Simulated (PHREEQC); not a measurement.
Solution (25 °C): 0.0032 mol NaCl and 0.063 mol MnSO4 per kg of water. Closed to the air; pH follows from the charge balance.

All values are PHREEQC results (ion-association model, phreeqc.dat), not measurements.

The ionic strength comes out as 0.149 mol/kgw. What activity coefficients do Na+, Mn+2, Cl-, MnOH+, SO4-2 get?

Na+ 0.76, Mn+2 0.36, Cl- 0.74, MnOH+ 0.76, SO4-2 0.33.

Precipitation was switched off in this run.
